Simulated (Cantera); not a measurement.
Cantera run, input and output.

```python
import numpy as np
import cantera as ct

gas = ct.Solution("SiF4_NH3_mec.yaml", "gas")
gas.TPX = 2123, 101325, {'NH3': 1, 'H2': 17}
reactor = ct.IdealGasConstPressureReactor(gas, energy="off", clone=False)
net = ct.ReactorNet([reactor])
net.rtol, net.atol = 1e-08, 1e-18
show = ['NH3', 'H2', 'N2', 'N2H2', 'H', 'NH2', 'N2H4']
times = np.geomspace(4e-05, 200, 12)

steps = ct.SolutionArray(gas, extra=["t"])
rows = []
print(f"{'t/s':>10s}{'T/K':>9s}{'P/Pa':>11s}" + "".join(f"{s:>11s}" for s in show))
for t in times:
    while net.time < t:
        t_next = net.step()
        steps.append(gas.state, t=t_next)
    rows.append([np.interp(t, steps.t, y) for y in (steps.T, steps.P, *steps(*show).X.T)])
    print(f"{t:10.3e}{rows[-1][0]:9.1f}{rows[-1][1]:11.4g}" + "".join(f"{x:11.3e}" for x in rows[-1][2:]))
rate = np.gradient(steps.T, steps.t)
print("integrator steps:", len(steps.t))
if steps.T.max() > steps.T[0] + 200:
    print(f"time of steepest temperature rise: {steps.t[rate.argmax()]:.4e} s")
gas.TPX = 2123, 101325, {'NH3': 1, 'H2': 17}
gas.equilibrate("TP")
print(f"equilibrium (TP): T = {gas.T:.1f} K  " + "  ".join(f"{s} {gas[s].X[0]:.3e}" for s in show))
```

Result:

```
       t/s      T/K       P/Pa        NH3         H2         N2       N2H2          H        NH2       N2H4
 4.000e-05   2123.0  1.013e+05  5.552e-02  9.443e-01  2.500e-08  9.740e-10  1.669e-04  2.986e-05  1.634e-10
 1.626e-04   2123.0  1.013e+05  5.540e-02  9.438e-01  5.403e-06  2.820e-08  6.584e-04  1.172e-04  2.516e-09
 6.608e-04   2123.0  1.013e+05  5.426e-02  9.434e-01  4.473e-04  2.980e-07  1.623e-03  2.825e-04  1.461e-08
 2.686e-03   2123.0  1.013e+05  4.749e-02  9.468e-01  3.656e-03  2.859e-07  1.771e-03  2.688e-04  1.323e-08
 1.092e-02   2123.0  1.013e+05  2.815e-02  9.567e-01  1.286e-02  1.527e-07  2.090e-03  1.861e-04  6.339e-09
 4.437e-02   2123.0  1.013e+05  5.159e-03  9.678e-01  2.380e-02  1.510e-08  3.144e-03  5.074e-05  4.704e-10
 1.803e-01   2123.0  1.013e+05  6.465e-04  9.699e-01  2.596e-02  3.216e-10  3.522e-03  7.109e-06  9.229e-12
 7.329e-01   2123.0  1.013e+05  1.351e-04  9.701e-01  2.620e-02  1.431e-11  3.533e-03  1.490e-06  4.055e-13
 2.979e+00   2123.0  1.013e+05  3.208e-05  9.702e-01  2.625e-02  9.526e-13  3.534e-03  3.538e-07  2.286e-14
 1.211e+01   2123.0  1.013e+05  8.089e-06  9.702e-01  2.627e-02  2.054e-13  3.534e-03  8.923e-08  1.455e-15
 4.921e+01   2123.0  1.013e+05  2.967e-06  9.702e-01  2.627e-02  1.615e-13  3.534e-03  3.273e-08  1.964e-16
 2.000e+02   2123.0  1.013e+05  2.597e-06  9.702e-01  2.627e-02  1.599e-13  3.534e-03  2.865e-08  1.507e-16
integrator steps: 2067
equilibrium (TP): T = 2123.0 K  NH3 2.597e-06  H2 9.702e-01  N2 2.627e-02  N2H2 1.599e-13  H 3.534e-03  NH2 2.865e-08  N2H4 1.507e-16
```

Detailed kinetics in Cantera: the gas-phase N/H chemistry of the illustrative SiF4/NH3 mechanism in the Surface Chemkin manual (1991). Walls and surfaces, which speed up NH3 decomposition in real reactors, are not modelled.
